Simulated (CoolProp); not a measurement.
Model: reference Helmholtz-energy equation of state, Lemmon 2006, in CoolProp. It is a short technical equation, of lower accuracy than the large ones.

### Question
Give the vapour pressure (bar), vapour density (kg/m³), enthalpy of vaporisation (kJ/kg), vapour viscosity (µPa s) of saturated hydrogen sulfide at 251.2, 344.9 K.

### Answer
```json
[
 {"T (K)": "251.2", "p (bar)": "5.11", "vapour density (kg/m³)": "8.97", "enthalpy of vaporisation (kJ/kg)": "497", "vapour viscosity (µPa s)": "9.62"},
 {"T (K)": "344.9", "p (bar)": "54.6", "vapour density (kg/m³)": "104", "enthalpy of vaporisation (kJ/kg)": "281", "vapour viscosity (µPa s)": "15.0"}
]
```

Viscosity comes from a separate model (Quiñones-Cisneros 2012).
